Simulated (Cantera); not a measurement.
Standard-state values (1 bar) from the NASA 1993 polynomials, evaluated with Cantera. Values are per mole of reaction as written; species without (g) are pure solids or liquids, kept so even where they would boil at 1 bar. The tables' values for C2F4, SiF2 are old estimates.

**Question.** Between 1373 and 2573 K, where is each reaction favourable under standard conditions?
- C2F4(g) + Si2C(g) = 2 SiF2(g) + 3 C

**Answer.** 
- C2F4(g) + Si2C(g) = 2 SiF2(g) + 3 C: ΔG° is -1029 kJ at 1373 K and -1003 kJ at 2573 K; it stays negative (K > 1). ΔH° is -1059 kJ and ΔS° -22 J/K at 2573 K.
